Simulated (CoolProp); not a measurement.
Properties of octamethylcyclotetrasiloxane (D4) along the isotherm 620 K.

Computed with CoolProp (reference Helmholtz-energy equation of state, Thol 2015).

```csv
p (kPa),phase,density (kg/m³),cp (kJ/(kg K)),cv (kJ/(kg K)),Joule-Thomson coefficient (K/MPa),isothermal compressibility (1/MPa),fugacity coefficient
135,gas,7.999,2.047,2.014,7.337,7.632,0.9717
269,gas,16.44,2.056,2.017,7.700,3.958,0.9440
404,gas,25.54,2.067,2.020,8.111,2.734,0.9163
539,gas,35.34,2.081,2.024,8.578,2.135,0.8889
674,gas,45.96,2.097,2.028,9.112,1.787,0.8618
808,gas,57.49,2.117,2.032,9.724,1.570,0.8352
943,gas,70.33,2.144,2.037,10.44,1.427,0.8086
1080,gas,84.93,2.178,2.043,11.30,1.334,0.7819
1210,gas,100.7,2.223,2.048,12.26,1.285,0.7567
1350,supercritical,120.3,2.291,2.055,13.49,1.269,0.7298
1480,supercritical,142.0,2.383,2.063,14.84,1.288,0.7050
1620,supercritical,170.7,2.532,2.072,16.43,1.346,0.6783
1750,supercritical,204.2,2.736,2.080,17.60,1.413,0.6537
1890,supercritical,249.1,2.978,2.088,17.28,1.389,0.6273
2020,supercritical,294.6,3.073,2.092,14.85,1.164,0.6033
```
